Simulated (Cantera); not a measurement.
# Adiabatic ignition

An adiabatic, constant-volume homogeneous reactor starts with CH₄ : C₂H₆ : C₃H₈ : O₂ : N₂ = 1 : 0.12 : 1.4 : 6.73 : 25.3 (molar parts), at 1723 K and 1.70 bar.

Cantera simulation using GRI-Mech 3.0 (53 species, 325 reactions); the numbers are that mechanism's predictions, not measurements. GRI-Mech 3.0 was tuned for natural gas; its chemistry of propane as a main component is partial and can be far from experiment. Above 3000 K some thermodynamic fits are extrapolated.

```csv
t (s),T (K),P (bar),x CH₄,x C₂H₆,x C₃H₈,x HO₂,x H₂O,x CO₂
7.00e-6,1727,1.76,0.0273,0.00442,0.0163,0.000558,0.0124,0.000396
2.28e-5,3049,3.52,<1e-12,<1e-12,<1e-12,5.74e-6,0.120,0.0320
7.40e-5,3096,3.56,<1e-12,<1e-12,<1e-12,5.37e-6,0.123,0.0323
0.000240,3088,3.55,<1e-12,<1e-12,<1e-12,4.90e-6,0.122,0.0318
0.000782,3087,3.55,<1e-12,<1e-12,<1e-12,4.85e-6,0.122,0.0318
0.00254,3087,3.55,<1e-12,<1e-12,<1e-12,4.85e-6,0.122,0.0318
0.00826,3087,3.55,<1e-12,<1e-12,<1e-12,4.85e-6,0.122,0.0318
0.0269,3087,3.55,<1e-12,<1e-12,<1e-12,4.85e-6,0.122,0.0318
0.0873,3087,3.55,<1e-12,<1e-12,<1e-12,4.85e-6,0.122,0.0318
0.284,3087,3.55,<1e-12,<1e-12,<1e-12,4.85e-6,0.122,0.0318
0.923,3087,3.55,<1e-12,<1e-12,<1e-12,4.85e-6,0.122,0.0318
3.00,3087,3.55,<1e-12,<1e-12,<1e-12,4.85e-6,0.122,0.0318
```
x: mole fraction; the columns are a selection and need not sum to one.

The time of steepest temperature rise is 12.8 µs, the temperature at 3.00 s comes out as 3087 K and the equilibrium temperature is 3087 K. The x(CH₄) at 3.00 s is <1e-12 (gas-phase equilibrium <1e-12), the x(C₂H₆) at 3.00 s is <1e-12 (gas-phase equilibrium <1e-12) and the x(C₃H₈) at 3.00 s is <1e-12 (gas-phase equilibrium <1e-12).
